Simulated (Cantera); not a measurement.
An adiabatic, constant-pressure homogeneous reactor starts with C₃H₈ : O₂ : N₂ = 1 : 5.88 : 22.1 (molar parts), at 1773 K and 0.257 atm.

Detailed kinetics in Cantera: GRI-Mech 3.0 (53 species, 325 reactions). GRI-Mech 3.0 was tuned for natural gas; its chemistry of propane as a main component is partial and can be far from experiment.

Question: Predict: time of steepest temperature rise; temperature at 2.00 s; equilibrium temperature; x(O₂) at 2.00 s; x(OH) at 2.00 s; x(HO₂) at 2.00 s.

Answer: 
```json
{
  "time_of_steepest_temperature_rise": "44.3 µs",
  "temperature at 2.00 s": "2698 K",
  "equilibrium_temperature": "2698 K",
  "x(O₂) at 2.00 s": "0.0411 (gas-phase equilibrium 0.0411)",
  "x(OH) at 2.00 s": "0.0233 (gas-phase equilibrium 0.0233)",
  "x(HO₂) at 2.00 s": "4.72e-6 (gas-phase equilibrium 4.72e-6)"
}
```
